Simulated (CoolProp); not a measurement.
Vapour pressure (MPa) of R114: the reference equation beside estimates from Tc = 420.6 K, pc = 3.352 MPa, ω = 0.252. Clausius-Clapeyron is anchored at 320.5 K with a constant enthalpy of vaporisation of 20.29 kJ/mol.

Model: reference Helmholtz-energy equation of state, Platzer 1990, in CoolProp. This equation is an older, rougher fit; its heat capacities, sound speeds and derivatives of the liquid may be far off and weren't checked against measurements.

| T (K) | reference | Lee-Kesler | Clausius-Clapeyron |
|---|---|---|---|
| 287.4 | 0.1495 | 0.1472 | 0.1730 |
| 298.4 | 0.2161 | 0.2138 | 0.2366 |
| 309.4 | 0.3033 | 0.3013 | 0.3165 |
| 320.5 | 0.4159 | 0.4143 | 0.4159 |
| 331.5 | 0.5559 | 0.5547 | 0.5355 |
| 342.6 | 0.7302 | 0.7293 | 0.6797 |
| 353.6 | 0.9401 | 0.9391 | 0.8484 |
| 364.6 | 1.192 | 1.190 | 1.045 |
| 375.7 | 1.494 | 1.491 | 1.273 |
| 386.7 | 1.846 | 1.843 | 1.532 |

Absolute difference from the reference over all 10 rows, mean and median: Lee-Kesler 0.5 and 0.2 %, Clausius-Clapeyron 9.4 and 9.6 %.
